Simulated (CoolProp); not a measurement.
Aqueous lithium chloride as a coolant, 14 % by mass, freezing at -21.0 °C, 1 atm.

The numbers come from the Melinder's fits for secondary coolants in CoolProp.

```json
[
 {"T (°C)": "-4.5", "Prandtl number": "20.9", "viscosity (mPa s)": "3.24", "conductivity (W/(m K))": "0.529", "cp (kJ/(kg K))": "…"},
 {"T (°C)": "0.8", "Prandtl number": "17.4", "viscosity (mPa s)": "…", "conductivity (W/(m K))": "0.537", "cp (kJ/(kg K))": "3.421"},
 {"T (°C)": "6.1", "Prandtl number": "14.7", "viscosity (mPa s)": "2.33", "conductivity (W/(m K))": "0.544", "cp (kJ/(kg K))": "3.440"},
 {"T (°C)": "11.5", "Prandtl number": "12.6", "viscosity (mPa s)": "2.02", "conductivity (W/(m K))": "0.552", "cp (kJ/(kg K))": "3.460"},
 {"T (°C)": "16.8", "Prandtl number": "11.0", "viscosity (mPa s)": "1.77", "conductivity (W/(m K))": "0.560", "cp (kJ/(kg K))": "3.479"},
 {"T (°C)": "22.2", "Prandtl number": "9.65", "viscosity (mPa s)": "1.57", "conductivity (W/(m K))": "0.568", "cp (kJ/(kg K))": "3.498"},
 {"T (°C)": "27.5", "Prandtl number": "8.54", "viscosity (mPa s)": "1.40", "conductivity (W/(m K))": "0.576", "cp (kJ/(kg K))": "3.517"},
 {"T (°C)": "32.8", "Prandtl number": "7.60", "viscosity (mPa s)": "1.25", "conductivity (W/(m K))": "…", "cp (kJ/(kg K))": "3.536"}
]
```

Problem. What belongs in the gaps?

Solution. 
- -4.5, cp (kJ/(kg K)): 3.402
- 0.8, viscosity (mPa s): 2.73
- 32.8, conductivity (W/(m K)): 0.583
